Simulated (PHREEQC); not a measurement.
**Alkaline etch or developer (model solution)**

Dissolve 18 mmol/kgw NaOH, 0.00099 mmol/kgw H4SiO4 and 1.3 mmol/kgw Na2CO3 at 25 °C. Closed to the air; pH follows from the charge balance.

Model: Pitzer model, pitzer.dat, run in PHREEQC.

Each row changes one thing in this solution. Precipitation was switched off in this run.

| case | pH | ionic strength (mol/kgw) | HCO3- (mol/kgw) | H3SiO4- (mol/kgw) | H4SiO4 (mol/kgw) | SI of SiO2(a) (SiO2) |
|---|---|---|---|---|---|---|
| as made | 12.19 | 0.0219 | 1.05e-5 | 8.42e-7 | 3.16e-9 | -5.84 |
| temperature from 25 to 15 °C | 12.54 | 0.0219 | 5.93e-6 | 8.30e-7 | 2.02e-9 | -5.94 |
| temperature from 25 to 55 °C | [?] | 0.0219 | 4.97e-5 | 8.71e-7 | 9.91e-9 | -5.57 |
| H4SiO4 from 9.9e-07 to 1.98e-06 mol/kgw | 12.19 | 0.0219 | 1.05e-5 | 1.68e-6 | [?] | -5.54 |
| H4SiO4 from 9.9e-07 to 4.95e-07 mol/kgw | 12.19 | 0.0219 | 1.05e-5 | 4.21e-7 | 1.58e-9 | [?] |
| 0.029 mol/kgw CO2 added | 6.65 | 0.0206 | 0.0206 | 7.63e-10 | 9.89e-7 | -3.34 |
| diluted 100-fold with water | 10.26 | 0.000212 | 6.92e-6 | 7.23e-9 | 2.66e-9 | -5.91 |
| temperature from 25 to 10 °C | 12.73 | 0.0219 | [?] | [?] | 1.60e-9 | -5.99 |
| NaOH left out | 10.58 | 0.00349 | 0.000411 | 8.46e-7 | 1.41e-7 | -4.19 |

**Question.** Complete the blanks.

**Answer.** 
- temperature from 25 to 55 °C, pH: 11.33
- H4SiO4 from 9.9e-07 to 1.98e-06 mol/kgw, H4SiO4 (mol/kgw): 6.32e-9
- H4SiO4 from 9.9e-07 to 4.95e-07 mol/kgw, SI of SiO2(a) (SiO2): -6.14
- temperature from 25 to 10 °C, HCO3- (mol/kgw): 4.41e-6
- temperature from 25 to 10 °C, H3SiO4- (mol/kgw): 8.23e-7

Species that the database lacks are ignored. Away from 25 °C the constants follow the database's enthalpies or fits; those with neither stay at their 25 °C values.
